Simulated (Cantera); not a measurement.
# Ignition delay

Mixture: CH4 : O2 : N2 = 1 : 2.41 : 9.06 (molar parts), equivalence ratio 0.83, at 20.7 atm, adiabatic and at constant pressure. Ignition delay is the time to a rise of 400 K.

Model: GRI-Mech 3.0 (53 species, 325 reactions), integrated in Cantera. The pressure lies above the range GRI-Mech 3.0 was tuned for (to about 10 atm).

| T0 (K) | delay (ms) |
|---|---|
| 1098 | 7.44 |
| 1173 | 2.69 |
| 1248 | 1.10 |
| 1323 | 0.487 |
| 1398 | 0.230 |
| 1473 | 0.114 |
| 1548 | 0.0590 |
| 1623 | 0.0318 |
| 1698 | 0.0178 |

```json
{
  "apparent activation energy between 1548 and 1698 K": "170 kJ/mol"
}
```
